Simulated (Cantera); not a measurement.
Feed: 1 mol BCl₃, 8.7 mol H₂, held at 1200 K and 13.3 mbar.

Equilibrium computed with Cantera from the NASA thermochemical tables; the gas is ideal and each condensed phase is pure. Candidate condensed phases: B; 13 gas species. The tables' values for BCl₂ are old estimates; treat these amounts as uncertain. Gases not in the tables: BHCl₂. The numbers say what is thermodynamically allowed, not how fast it happens.

Base state: H₂ 0.778, HCl 0.183, BCl₃ 0.0389, BCl₂ 2.81e-5 (mole fractions); condensed: B(s).

What changes in the equilibrium state with this change: temperature from 1200 K to 1050 K?


```json
[
 {"species": "H₂", "before": "0.778", "after": "0.817"},
 {"species": "HCl", "before": "0.183", "after": "0.123"},
 {"species": "BCl₃", "before": "0.0389", "after": "0.0601"},
 {"species": "BCl₂", "before": "2.81e-5", "after": "2.59e-6"},
 {"species": "B(s), mol", "before": "0.610", "after": "0.404"}
]
```
